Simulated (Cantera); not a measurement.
Input: 1 mol B, 0.63 mol H₂O, at 1175 K and 120 Pa.

Method: chemical equilibrium by Gibbs-energy minimisation in Cantera with the NASA 1993 tables (ideal gas, pure condensed phases). Candidate condensed phases: B, B₂O₃, B₃O₃H₃, H₂O; 23 gas species. Mutual solubility and eutectic melting of coexisting phases are not modelled. Rates play no part.

Base state: H₂ 0.999, HBO 0.00110, B₃O₃H₃ 0.000235, B₂O₂ 2.79e-5, HBO₂ 1.04e-5 (mole fractions); condensed: B(s) + B₂O₃(l).

### Question
What changes in the equilibrium state with this change: pressure from 120 Pa to 1000 Pa?

### Answer
```
species         before     after
------------  --------  --------
H₂               0.999     0.999
B₃O₃H₃        0.000235  0.000679
HBO            0.00110  0.000380
B₂O₂           2.79e-5   3.35e-6
HBO₂           1.04e-5   3.62e-6
B(s), mol        0.580     0.579
B₂O₃(l), mol     0.210     0.209
```

### Question
What changes in the equilibrium state with this change: temperature from 1175 K to 1725 K?

### Answer
```
species        before     after
------------  -------  --------
H₂              0.999     0.578
B₂O₂          2.79e-5     0.211
HBO           0.00110     0.166
BO            1.79e-7    0.0228
B₂O₃          3.32e-6    0.0165
B₂O             <1e-9  0.000147
H             3.54e-6   0.00407
BH₂           1.32e-7   4.30e-5
HBO₂          1.04e-5   0.00166
B(s), mol       0.580     0.387
B₂O₃(l), mol    0.210         0
```
The tables' values for BH₂ are old estimates; treat these amounts as uncertain.

### Question
What changes in the equilibrium state with this change: temperature from 1175 K to 1700 K?

### Answer
| species | before | after |
|---|---|---|
| H₂ | 0.999 | 0.582 |
| B₂O₂ | 2.79e-5 | 0.212 |
| HBO | 0.00110 | 0.163 |
| BO | 1.79e-7 | 0.0182 |
| B₂O₃ | 3.32e-6 | 0.0194 |
| B₂O | <1e-9 | 0.000107 |
| H | 3.54e-6 | 0.00325 |
| BH₂ | 1.32e-7 | 3.56e-5 |
| HBO₂ | 1.04e-5 | 0.00188 |
| B(s), mol | 0.580 | 0.390 |
| B₂O₃(l), mol | 0.210 | 0 |
The tables' values for BH₂ are old estimates; treat these amounts as uncertain.
